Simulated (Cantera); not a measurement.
Equilibrium for iron carbonyl, mercury and lead vapours: PbO + CO + H2

A closed system holds: 1 mol PbO, 8.2 mol CO, 1.3 mol H2, held at 10.0 Torr.

Cantera equilibrium calculation (NASA polynomials, part measured and part estimated; ideal gas, pure solids and liquids). Candidate condensed phases: C, C6H6, C7H8, C8H18, H2O, Pb, PbO, PbO2, Pb3O4; 113 gas species. The numbers say what is thermodynamically allowed, not how fast it happens.

| T (K) | log p CO | log p H2 | log p Pb | log p CO2 | log p H2O | log p H | log p Pb2 | log p PbO | n Pb(l) |
|---|---|---|---|---|---|---|---|---|---|
| 1150 | -2.00 | -2.80 | -3.54 | -2.94 | -3.67 | -8.53 | -8.20 | -9.13 | 0.789 |
| 1175 | -2.00 | -2.81 | -3.36 | -2.95 | -3.65 | -8.32 | -7.90 | -8.80 | 0.679 |
| 1200 | -2.01 | -2.82 | -3.19 | -2.96 | -3.64 | -8.12 | -7.62 | -8.50 | 0.518 |
| 1225 | -2.02 | -2.84 | -3.03 | -2.97 | -3.62 | -7.92 | -7.35 | -8.20 | 0.284 |
| 1250 | -2.03 | -2.85 | -2.90 | -2.99 | -3.62 | -7.74 | -7.14 | -7.94 | 0 |
| 1275 | -2.03 | -2.85 | -2.90 | -2.99 | -3.60 | -7.56 | -7.19 | -7.82 | 0 |
| 1300 | -2.03 | -2.86 | -2.90 | -3.00 | -3.58 | -7.38 | -7.23 | -7.70 | 0 |
| 1325 | -2.03 | -2.86 | -2.90 | -3.00 | -3.57 | -7.22 | -7.28 | -7.59 | 0 |
| 1350 | -2.03 | -2.86 | -2.90 | -3.01 | -3.55 | -7.05 | -7.32 | -7.48 | 0 |
| 1375 | -2.03 | -2.87 | -2.90 | -3.01 | -3.54 | -6.90 | -7.37 | -7.37 | 0 |
| 1400 | -2.02 | -2.87 | -2.90 | -3.01 | -3.52 | -6.75 | -7.41 | -7.27 | 0 |
| 1425 | -2.02 | -2.87 | -2.90 | -3.02 | -3.51 | -6.60 | -7.45 | -7.18 | 0 |
log p: log10 of the partial pressure in bar; n: condensed amount in mol.

From 1150 K to 1225 K the condensed part is Pb(l). From 1250 K to 1425 K nothing is condensed. The main Pb-bearing gas is Pb throughout.
